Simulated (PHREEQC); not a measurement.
Dissolve 15 mmol/kgw HNO3 and 15 mmol/kgw CO2 at 36 °C. Closed to the air; pH follows from the charge balance.

Computed with PHREEQC (ion-association model, phreeqc.dat).

Precipitation was switched off in this run.

Estimate the pH, specific conductance.

pH 1.87; specific conductance 7320 µS/cm.

Away from 25 °C the constants follow the database's enthalpies or fits; those with neither stay at their 25 °C values.
